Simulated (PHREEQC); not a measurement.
Dissolve 0.23 mol/kgw NaHSO4 and 0.0063 mol/kgw NaOH at 25 °C. Closed to the air; pH follows from the charge balance.

Equilibrium calculation in PHREEQC: Pitzer model, pitzer.dat.

| Quantity | Result |
|---|---|
| pH | 1.19 |
| ionic strength | 0.435 mol/kgw |
| activity of water | 0.992 |
| specific conductance | 46100 µS/cm |
| density | 1.018 g/cm³ |
| osmotic coefficient | 0.832 |
| total alkalinity | -224 meq/kg |

```json
[
 {"species": "Na+", "molality": "0.236", "activity": "0.160", "log γ": "-0.170"},
 {"species": "HSO4-", "molality": "0.128", "activity": "0.0869", "log γ": "-0.166"},
 {"species": "SO4-2", "molality": "0.102", "activity": "0.0143", "log γ": "-0.856"},
 {"species": "H+", "molality": "0.0961", "activity": "0.0640", "log γ": "-0.177"}
]
```

This is a speciation only: nothing precipitates in the calculation. Complexes and solids missing from the database can't appear.
